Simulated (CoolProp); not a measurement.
Vapour-liquid equilibrium of isobutene (1) + acetone (2) at 427 kPa; x and y are mole fractions of (1).

Values from CoolProp's multi-fluid Helmholtz-energy mixture model, Lemmon 2005 and Lemmon 2006; pair parameters Bell 2016.

| x | bubble temperature (K) | y at the bubble point | dew temperature at overall composition x (K) | liquid density (mol/L) |
|---|---|---|---|---|
| 0.05 | 365.9 | 0.290 | 376.6 | 11.92 |
| 0.2 | 339.9 | 0.696 | 370.1 | 11.94 |
| 0.35 | 327.5 | 0.819 | 362.8 | 11.68 |
| 0.5 | 321.2 | 0.871 | 354.3 | 11.31 |
| 0.65 | 317.3 | 0.903 | 343.8 | 10.93 |
| 0.8 | 314.1 | … | 329.7 | 10.59 |
| 0.95 | 310.9 | … | … | 10.30 |

**Question.** What belongs in the gaps?

**Answer.** 
- 0.8, y at the bubble point: 0.935
- 0.95, y at the bubble point: 0.979
- 0.95, dew temperature at overall composition x (K): 312.9

No azeotrope shows between x = 0.05 and 0.95.

The pair parameters rest on a limited set of measurements; away from them the model extrapolates.
